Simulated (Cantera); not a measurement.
An adiabatic, constant-pressure homogeneous reactor starts with CH₄ : O₂ : N₂ = 1 : 1.33 : 5.01 (molar parts), at 1775 K and 17.0 bar. Integrator tolerance rtol = 1e-08.

Model: GRI-Mech 3.0 (53 species, 325 reactions), integrated in Cantera. The pressure lies above the range GRI-Mech 3.0 was tuned for (to about 10 atm). Above 3000 K some thermodynamic fits are extrapolated.

**Question.** What does this change do: CH4 1 to 0.48 parts?

**Answer.** 
```json
[
 {"quantity": "time of steepest temperature rise", "before": "14.4 µs", "after": "12.2 µs"},
 {"quantity": "temperature at 0.300 s", "before": "3013 K", "after": "2899 K"},
 {"quantity": "equilibrium temperature", "before": "3013 K", "after": "2899 K"},
 {"quantity": "x(CH₄) at 0.300 s", "before": "3.77e-11 (gas-phase equilibrium 4.32e-11)", "after": "<1e-12 (gas-phase equilibrium <1e-12)"},
 {"quantity": "x(O₂) at 0.300 s", "before": "0.000650 (gas-phase equilibrium 0.000650)", "after": "0.0473 (gas-phase equilibrium 0.0473)"},
 {"quantity": "x(C₂H₄) at 0.300 s", "before": "<1e-12 (gas-phase equilibrium <1e-12)", "after": "<1e-12 (gas-phase equilibrium <1e-12)"},
 {"quantity": "x(CH₂O) at 0.300 s", "before": "4.80e-8 (gas-phase equilibrium 4.80e-8)", "after": "4.24e-10 (gas-phase equilibrium 4.24e-10)"},
 {"quantity": "x(H) at 0.300 s", "before": "0.0109 (gas-phase equilibrium 0.0109)", "after": "0.00186 (gas-phase equilibrium 0.00186)"},
 {"quantity": "x(HO₂) at 0.300 s", "before": "1.48e-6 (gas-phase equilibrium 1.48e-6)", "after": "2.60e-5 (gas-phase equilibrium 2.60e-5)"}
]
```

**Question.** What does this change do: CH4 1 to 1.8 parts?

**Answer.** 
| quantity | before | after |
|---|---|---|
| time of steepest temperature rise | 14.4 µs | 17.9 µs |
| temperature at 0.300 s | 3013 K | 2451 K |
| equilibrium temperature | 3013 K | 2451 K |
| x(CH₄) at 0.300 s | 3.77e-11 (gas-phase equilibrium 4.32e-11) | 4.89e-8 (gas-phase equilibrium 5.49e-8) |
| x(O₂) at 0.300 s | 0.000650 (gas-phase equilibrium 0.000650) | 1.00e-7 (gas-phase equilibrium 1.00e-7) |
| x(C₂H₄) at 0.300 s | <1e-12 (gas-phase equilibrium <1e-12) | <1e-12 (gas-phase equilibrium <1e-12) |
| x(CH₂O) at 0.300 s | 4.80e-8 (gas-phase equilibrium 4.80e-8) | 3.03e-7 (gas-phase equilibrium 3.03e-7) |
| x(H) at 0.300 s | 0.0109 (gas-phase equilibrium 0.0109) | 0.00256 (gas-phase equilibrium 0.00256) |
| x(HO₂) at 0.300 s | 1.48e-6 (gas-phase equilibrium 1.48e-6) | 3.99e-10 (gas-phase equilibrium 3.99e-10) |
